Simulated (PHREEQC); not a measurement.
**Reverse-osmosis reject: speciation**

Model water analysis in mg/kgw, 50 °C, pH 7.57: Na 1940; K 64; Ca 112; Mg 399; Cl 4320; S(6) as SO4 93.9; Alkalinity as HCO3 0.341; Li 0.146.

Cl is adjusted to close the charge balance.
Valence states are taken as typed.

Model: Pitzer model, pitzer.dat, run in PHREEQC.

```json
{
 "ionic_strength": "0.145 mol/kgw",
 "specific_conductance": "20200 µS/cm",
 "density": "0.993 g/cm³",
 "osmotic_coefficient": "0.908"
}
```

```csv
species,molality,activity,log γ
Cl-,0.122,0.0900,-0.134
Na+,0.0844,0.0642,-0.119
Mg+2,0.0164,0.00545,-0.479
Ca+2,0.00279,0.000877,-0.503
K+,0.00164,0.00122,-0.127
SO4-2,0.000978,0.000205,-0.678
Li+,2.10e-5,1.62e-5,-0.112
OH-,2.96e-6,2.03e-6,-0.165
MgOH+,2.65e-6,2.35e-6,-0.052
H+,3.45e-8,2.69e-8,-0.108
HCO3-,1.53e-8,1.18e-8,-0.113
```

This is a speciation only: nothing precipitates in the calculation. Away from 25 °C the constants follow the database's enthalpies or fits; those with neither stay at their 25 °C values.
